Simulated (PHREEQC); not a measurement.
**Sulfide liquor (model solution)**

Consider water at 30 °C with 0.02 mol H2S, 0.066 mol NaCl and 8.9e-05 mol MnCl2 per kg of water. Closed to the air; pH follows from the charge balance.

Model: ion-association model, wateq4f.dat, run in PHREEQC.

This is a speciation only: nothing precipitates in the calculation.

### Question
Estimate the pH.

### Answer
pH 4.27.

### Question
In which forms is Mn present?

### Answer
Mn+2 89 %, MnCl+ 11 % of the Mn.

The polysulfide entries of wateq4f.dat were taken out for this run.
